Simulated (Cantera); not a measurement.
Standard-state values (1 bar) from the NASA 1993 polynomials, evaluated with Cantera. Values are per mole of reaction as written; species without (g) are pure solids or liquids, kept so even where they would boil at 1 bar.

4 Ta + 5 CO2(g) → 2 Ta2O5 + 5 C

```
T (K)  ΔH° (kJ)  ΔS° (J/K)  ΔG° (kJ)  log10 K
-----  --------  ---------  --------  -------
300         ___        ___       ___      ___
1348        ___        ___       ___      ___
1373    -2042.2     -816.0    -921.8    35.07
1398        ___        ___       ___      ___
1423        ___        ___       ___      ___
1448    -2035.1     -811.0    -860.8    31.05
1473    -2032.7     -809.3    -840.5    29.81
```

Q: Fill in the missing entries.

A: 
- 300, ΔH° (kJ): -2124.4
- 300, ΔS° (J/K): -919.6
- 300, ΔG° (kJ): -1848.5
- 300, log10 K: 321.85
- 1348, ΔH° (kJ): -2044.5
- 1348, ΔS° (J/K): -817.7
- 1348, ΔG° (kJ): -942.2
- 1348, log10 K: 36.51
- 1398, ΔH° (kJ): -2039.8
- 1398, ΔS° (J/K): -814.3
- 1398, ΔG° (kJ): -901.4
- 1398, log10 K: 33.68
- 1423, ΔH° (kJ): -2037.4
- 1423, ΔS° (J/K): -812.6
- 1423, ΔG° (kJ): -881.1
- 1423, log10 K: 32.34
